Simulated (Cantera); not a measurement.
A perfectly stirred reactor is fed with C₃H₈ : O₂ : N₂ = 1 : 11.1 : 41.8 (molar parts), equivalence ratio 0.45, at 0.513 atm; it is adiabatic with a 325 K inlet, and is followed from long to short residence time, starting on the burning branch (τ in s: 0.088, 0.028, 0.0092, 0.003, 0.00095, 0.00031, 9.9e-05, 3.2e-05, 1e-05).

Detailed kinetics in Cantera: GRI-Mech 3.0 (53 species, 325 reactions). GRI-Mech 3.0 was tuned for natural gas; its chemistry of propane as a main component is partial and can be far from experiment.

Task: Predict: blow-out, bracketed by the residence times tried; x(C₃H₈) at τ = 88.0 ms; x(O₂) at τ = 88.0 ms; x(NO₂) at τ = 88.0 ms; x(CH₂) at τ = 88.0 ms; x(OH) at τ = 88.0 ms; x(C₃H₈) at τ = 0.950 ms; x(O₂) at τ = 0.950 ms.

Result: 
- blow-out, bracketed by the residence times tried: burning at 3.00 ms, out at 0.950 ms
- x(C₃H₈) at τ = 88.0 ms: 4.95e-6
- x(O₂) at τ = 88.0 ms: 0.111
- x(NO₂) at τ = 88.0 ms: 5.19e-9
- x(CH₂) at τ = 88.0 ms: 2.12e-8
- x(OH) at τ = 88.0 ms: 0.000570
- x(C₃H₈) at τ = 0.950 ms: 0.0186
- x(O₂) at τ = 0.950 ms: 0.206
